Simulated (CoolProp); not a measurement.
Vapour-liquid equilibrium of cyclohexane (1) + n-heptane (2) at 3.33 bar; x and y are mole fractions of (1).

Computed with CoolProp (multi-fluid Helmholtz-energy mixture model, Zhou 2014 and Span 2003; pair parameters Bell 2016).

**Question.** Give the bubble temperature and the first vapour's composition at x = 0.425, 0.5, 0.8. Is there an azeotrope?

**Answer.** x = 0.425: 135.9 °C, y = 0.519; x = 0.5: 134.4 °C, y = 0.593; x = 0.8: 129.3 °C, y = 0.852. No azeotrope shows between x = 0.05 and 0.95.

The pair parameters rest on a limited set of measurements; away from them the model extrapolates.
